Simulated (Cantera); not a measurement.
A perfectly stirred reactor is fed with 57.8 % NO, 42.2 % N₂, at 0.0642 atm; it is held at 2200 K, and followed from long to short residence time.

Detailed kinetics in Cantera: GRI-Mech 3.0 (53 species, 325 reactions).

One state of this run: x NO = 0.530; x O = 0.00202; x O₂ = 0.0226; x N₂O = 0.000108; x N₂ = 0.445; x NO₂ = 5.96e-5. x: mole fraction; the columns are a selection and need not sum to one.

### Question
Which value of τ (s) does it belong to?
A) 0.21
B) 0.074
C) 0.0012
D) 0.026

### Answer
B, 0.074
